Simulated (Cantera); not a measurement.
Charge: 1 mol H2S, 0.12 mol H2, 0.46 mol O2, at 13000 Pa.

Cantera equilibrium calculation (NASA polynomials, part measured and part estimated; ideal gas, pure solids and liquids). Candidate condensed phases: H2O, H2SO4, S; 19 gas species. Gases not in the tables: S3 to S7. The numbers say what is thermodynamically allowed, not how fast it happens.

**Question.** At 677 °C, list the 4 most abundant gas species with their mole fractions, and the condensed phases.

**Answer.** H2O 0.528, H2S 0.218, S2 0.203, SO2 0.0433. Condensed: gas only.
